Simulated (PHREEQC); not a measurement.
Solution A (0.99 mol/kgw NaBr, 0.085 mol/kgw K2SO4 and 0.15 mol/kgw NaCl) is mixed with solution B (6.7 mmol/kgw HCl, 0.28 mmol/kgw LiCl and 0.37 mmol/kgw MgSO4) at 25 °C; shares are by mass of water, 1 kg in all. The system is closed to CO2. Solids allowed: Arcanite, Bischofite, Bloedite, Brucite, Carnallite, Epsomite, Glaserite, Halite, Hexahydrite, Kainite, Kieserite, Leonite, Mirabilite, Misenite, Schoenite, Sylvite, Thenardite, MgCl2_4H2O. Others were left out.

The numbers come from PHREEQC with the Pitzer model, pitzer.dat.

```json
[
 {"share of solution B": "0", "pH": "6.99", "SO4-2 (mol/kgw)": "0.0850"},
 {"share of solution B": "0.1", "pH": "3.42", "SO4-2 (mol/kgw)": "0.0763"},
 {"share of solution B": "0.2", "pH": "3.13", "SO4-2 (mol/kgw)": "0.0676"},
 {"share of solution B": "0.3", "pH": "2.96", "SO4-2 (mol/kgw)": "0.0589"},
 {"share of solution B": "0.4", "pH": "2.83", "SO4-2 (mol/kgw)": "…"},
 {"share of solution B": "0.5", "pH": "…", "SO4-2 (mol/kgw)": "…"},
 {"share of solution B": "0.6", "pH": "…", "SO4-2 (mol/kgw)": "0.0330"},
 {"share of solution B": "0.7", "pH": "2.57", "SO4-2 (mol/kgw)": "…"},
 {"share of solution B": "0.8", "pH": "…", "SO4-2 (mol/kgw)": "0.0160"},
 {"share of solution B": "0.9", "pH": "2.40", "SO4-2 (mol/kgw)": "0.00782"},
 {"share of solution B": "1", "pH": "2.22", "SO4-2 (mol/kgw)": "0.000262"}
]
```

### Question
What belongs in the gaps?

### Answer

- 0.4, SO4-2 (mol/kgw): 0.0502
- 0.5, pH: 2.73
- 0.5, SO4-2 (mol/kgw): 0.0416
- 0.6, pH: 2.65
- 0.7, SO4-2 (mol/kgw): 0.0245
- 0.8, pH: 2.50

Species that the database lacks are ignored. In brines, pH and single-ion activities rest on the MacInnes convention.
